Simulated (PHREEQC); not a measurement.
Dissolve 0.017 mol/kgw CaCl2, 0.00079 mol/kgw Mg(NO3)2 and 0.00057 mol/kgw Al(NO3)3 at 50 °C. Closed to the air; pH follows from the charge balance.

Model: ion-association model, phreeqc.dat, run in PHREEQC.

No solid was allowed to form.

### Question
Estimate the pH, density.

### Answer
pH 3.94; density 0.990 g/cm³.

### Question
In which forms is Al present?

### Answer
Al+3 80 %, AlOH+2 16 %, Al(OH)2+ 3.9 % of the Al.

Saturation is exceeded, for instance for Gibbsite (slow to form); the values hold only as long as no solid forms. Complexes and solids missing from the database can't appear. Away from 25 °C the constants follow the database's enthalpies or fits; those with neither stay at their 25 °C values.
